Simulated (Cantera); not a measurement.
A closed system holds: 1 mol Cu, 12 mol CO₂, 22 mol H₂, equilibrated at 5.40 bar.

Method: chemical equilibrium by Gibbs-energy minimisation in Cantera with the NASA 1993 tables (ideal gas, pure condensed phases). Candidate condensed phases: C, C₆H₆, C₇H₈, C₈H₁₈, Cu, CuO, Cu(OH)₂, Cu₂O, H₂O; 113 gas species. Equilibrium is a limit: real reactors are often held back by kinetics, nucleation or transport.

log p: log10 of the partial pressure in bar; n: condensed amount in mol.

```csv
T (°C),log p H₂,log p CO,log p H₂O,log p CO₂,log p CH₄,log p Cu,log p H,n Cu(s),n Cu(l)
727,0.30,-0.03,0.13,-0.04,-0.68,[?],-8.49,1.00,0
827,0.34,0.08,0.10,-0.16,-1.49,[?],-7.42,1.00,0
927,0.34,0.12,0.12,-0.23,-2.38,[?],-6.54,1.00,0
1027,0.32,0.14,0.14,-0.29,-3.17,[?],-5.79,1.000,0
1127,0.31,0.16,0.16,-0.33,-3.86,[?],-5.16,0,1.000
1227,0.30,0.17,0.17,-0.37,-4.45,[?],-4.60,0,1.000
1327,0.30,0.18,0.18,-0.41,-4.96,[?],-4.12,0,1.000
1427,0.29,0.19,0.19,-0.44,-5.41,[?],-3.69,0,0.999
1527,0.28,0.20,0.20,-0.47,-5.81,[?],-3.30,0,0.997
```

Task: What belongs in the gaps?

Result: 
- 727, log p Cu: -10.81
- 827, log p Cu: -9.23
- 927, log p Cu: -7.91
- 1027, log p Cu: -6.80
- 1127, log p Cu: -5.87
- 1227, log p Cu: -5.08
- 1327, log p Cu: -4.40
- 1427, log p Cu: -3.80
- 1527, log p Cu: -3.27
